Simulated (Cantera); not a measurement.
**Thermodynamics of aluminium nitride and oxide growth, feed Al + O2 + N2 + HCl**

A closed system holds: 1 mol Al, 0.37 mol O2, a varied amount of N2, 1.3 mol HCl, equilibrated at 1148.15 K and 10.0 mbar.

Equilibrium computed with Cantera from the NASA thermochemical tables; the gas is ideal and each condensed phase is pure. Candidate condensed phases: Al, AlCl3, AlN, Al2O3, H2O, NH4Cl; 45 gas species. Mutual solubility and eutectic melting of coexisting phases are not modelled. The tables' values for AlCl2 are old estimates; treat these amounts as uncertain. The numbers say what is thermodynamically allowed, not how fast it happens.

```
n(N2) (mol)  log p N2  log p H2  log p AlCl3  log p HCl  log p AlCl2  n AlN(s)  n Al2O3(s)
-----------  --------  --------  -----------  ---------  -----------  --------  ----------
2.6             -2.16     -2.84        -3.02      -3.16        -6.12     0.157       0.247
4.4             -2.10     -3.02        -3.20      -3.30        -6.26     0.164       0.247
7.6             -2.06     -3.23        -3.41      -3.47        -6.40     0.171       0.247
13              -2.04     -3.45        -3.63      -3.65        -6.55     0.178       0.247
22              -2.02     -3.68        -3.86      -3.84        -6.70     0.185       0.247
39              -2.01     -3.93        -4.11      -4.04        -6.87     0.194       0.247
66              -2.01     -4.17        -4.34      -4.24        -7.03     0.202       0.247
110             -2.00     -4.40        -4.57      -4.43        -7.19     0.210       0.247
200             -2.00     -4.67        -4.85      -4.66        -7.37     0.220       0.247
340             -2.00     -4.91        -5.09      -4.86        -7.53     0.229       0.247
580             -2.00     -5.16        -5.34      -5.07        -7.70     0.239       0.247
```
log p: log10 of the partial pressure in bar; n: condensed amount in mol.

From 2.6 mol N2 to 580 mol N2 the condensed part is AlN(s) + Al2O3(s). The main Al-bearing gas is AlCl3 throughout. The share of Al in condensed phases is highest at 580 mol N2 (73.2 %) and lowest at 2.6 mol N2 (65.1 %).
